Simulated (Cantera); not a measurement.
An isothermal, constant-pressure homogeneous reactor starts with NO : N2 = 1 : 5.8 (molar parts), at 2100 K and 13300 Pa.

Detailed kinetics in Cantera: GRI-Mech 3.0 (53 species, 325 reactions).

x: mole fraction; the columns are a selection and need not sum to one.

```json
[
 {"t (s)": "0.000600", "x NO": "0.147", "x N2O": "3.35e-6", "x NO2": "[?]", "x O2": "6.21e-8", "x O": "4.54e-6", "x N2": "0.853"},
 {"t (s)": "0.00162", "x NO": "0.147", "x N2O": "6.84e-6", "x NO2": "[?]", "x O2": "5.18e-7", "x O": "1.43e-5", "x N2": "0.853"},
 {"t (s)": "0.00437", "x NO": "0.147", "x N2O": "1.00e-5", "x NO2": "[?]", "x O2": "4.74e-6", "x O": "4.56e-5", "x N2": "0.853"},
 {"t (s)": "0.0118", "x NO": "0.147", "x N2O": "1.05e-5", "x NO2": "[?]", "x O2": "4.30e-5", "x O": "0.000124", "x N2": "0.853"},
 {"t (s)": "0.0319", "x NO": "0.146", "x N2O": "1.02e-5", "x NO2": "[?]", "x O2": "0.000296", "x O": "0.000218", "x N2": "0.853"},
 {"t (s)": "0.0861", "x NO": "0.144", "x N2O": "9.79e-6", "x NO2": "[?]", "x O2": "0.00123", "x O": "0.000260", "x N2": "0.854"},
 {"t (s)": "0.232", "x NO": "0.139", "x N2O": "8.90e-6", "x NO2": "[?]", "x O2": "0.00401", "x O": "0.000328", "x N2": "0.857"},
 {"t (s)": "0.627", "x NO": "0.122", "x N2O": "6.62e-6", "x NO2": "1.68e-5", "x O2": "0.0125", "x O": "0.000478", "x N2": "0.865"},
 {"t (s)": "1.69", "x NO": "0.0764", "x N2O": "2.53e-6", "x NO2": "1.68e-5", "x O2": "0.0349", "x O": "0.000736", "x N2": "0.888"},
 {"t (s)": "4.57", "x NO": "0.0201", "x N2O": "2.78e-7", "x NO2": "[?]", "x O2": "0.0629", "x O": "0.000964", "x N2": "0.916"},
 {"t (s)": "12.3", "x NO": "0.00651", "x N2O": "1.39e-7", "x NO2": "2.01e-6", "x O2": "0.0697", "x O": "0.00101", "x N2": "0.923"},
 {"t (s)": "33.3", "x NO": "0.00624", "x N2O": "1.38e-7", "x NO2": "1.93e-6", "x O2": "0.0699", "x O": "0.00101", "x N2": "0.923"},
 {"t (s)": "90.0", "x NO": "0.00624", "x N2O": "1.38e-7", "x NO2": "1.93e-6", "x O2": "0.0699", "x O": "0.00101", "x N2": "0.923"}
]
```

Question: Fill in the missing entries.

Answer: 
- 0.000600, x NO2: 1.26e-7
- 0.00162, x NO2: 5.29e-7
- 0.00437, x NO2: 1.87e-6
- 0.0118, x NO2: 5.04e-6
- 0.0319, x NO2: 8.48e-6
- 0.0861, x NO2: 1.01e-5
- 0.232, x NO2: 1.26e-5
- 4.57, x NO2: 5.92e-6
